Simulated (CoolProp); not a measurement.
A Linde-Hampson liquefier for oxygen: isothermal reversible compression at 280 K from 1 atm to 25 MPa, throttling to 1 atm, return gas leaving the recuperator 10 K below the feed. Each further row changes one setting.

Values from CoolProp's reference Helmholtz-energy equation of state, Schmidt 1985.

| case | liquid yield per pass | compression work (kJ/kg of gas) |
|---|---|---|
| as stated | … | 390 |
| high pressure 50 MPa | … | … |
| warm-end temperature 310 K | … | … |
| warm-end gap 15 K | … | 390 |

**Question.** What belongs in the gaps?

**Answer.** 
- as stated, liquid yield per pass: 0.129
- high pressure 50 MPa, liquid yield per pass: 0.173
- high pressure 50 MPa, compression work (kJ/kg of gas): 441
- warm-end temperature 310 K, liquid yield per pass: 0.092
- warm-end temperature 310 K, compression work (kJ/kg of gas): 437
- warm-end gap 15 K, liquid yield per pass: 0.118

Above 300 K oxygen's equation is extrapolated.
